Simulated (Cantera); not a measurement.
An isothermal, constant-pressure homogeneous reactor starts with 21.7 % NO, 78.3 % N₂, at 1900 K and 1.00 bar.

Cantera simulation using GRI-Mech 3.0 (53 species, 325 reactions); the numbers are that mechanism's predictions, not measurements.

x: mole fraction; the columns are a selection and need not sum to one.

```json
[
 {"t (s)": "0.000300", "x NO": "0.217", "x NO₂": "?", "x N₂": "0.783", "x O₂": "1.45e-7", "x N₂O": "6.46e-6", "x O": "2.92e-6"},
 {"t (s)": "0.00169", "x NO": "0.217", "x NO₂": "?", "x N₂": "0.783", "x O₂": "1.06e-5", "x N₂O": "1.86e-5", "x O": "1.30e-5"},
 {"t (s)": "0.00949", "x NO": "0.217", "x NO₂": "?", "x N₂": "0.783", "x O₂": "0.000222", "x N₂O": "2.13e-5", "x O": "1.83e-5"},
 {"t (s)": "0.0533", "x NO": "0.214", "x NO₂": "?", "x N₂": "0.784", "x O₂": "0.00148", "x N₂O": "2.08e-5", "x O": "2.11e-5"},
 {"t (s)": "0.300", "x NO": "0.200", "x NO₂": "?", "x N₂": "0.791", "x O₂": "0.00841", "x N₂O": "1.80e-5", "x O": "3.25e-5"},
 {"t (s)": "1.69", "x NO": "0.138", "x NO₂": "?", "x N₂": "0.822", "x O₂": "0.0393", "x N₂O": "8.54e-6", "x O": "6.14e-5"},
 {"t (s)": "9.49", "x NO": "0.0300", "x NO₂": "?", "x N₂": "0.876", "x O₂": "0.0936", "x N₂O": "6.22e-7", "x O": "9.21e-5"},
 {"t (s)": "53.3", "x NO": "0.00451", "x NO₂": "6.60e-6", "x N₂": "0.889", "x O₂": "0.106", "x N₂O": "2.63e-7", "x O": "9.79e-5"},
 {"t (s)": "300", "x NO": "0.00435", "x NO₂": "6.37e-6", "x N₂": "0.889", "x O₂": "0.106", "x N₂O": "2.62e-7", "x O": "9.79e-5"}
]
```

**Question.** What belongs in the gaps?

**Answer.** 
- 0.000300, x NO₂: 5.87e-6
- 0.00169, x NO₂: 3.80e-5
- 0.00949, x NO₂: 5.55e-5
- 0.0533, x NO₂: 6.40e-5
- 0.300, x NO₂: 9.43e-5
- 1.69, x NO₂: 0.000126
- 9.49, x NO₂: 4.13e-5
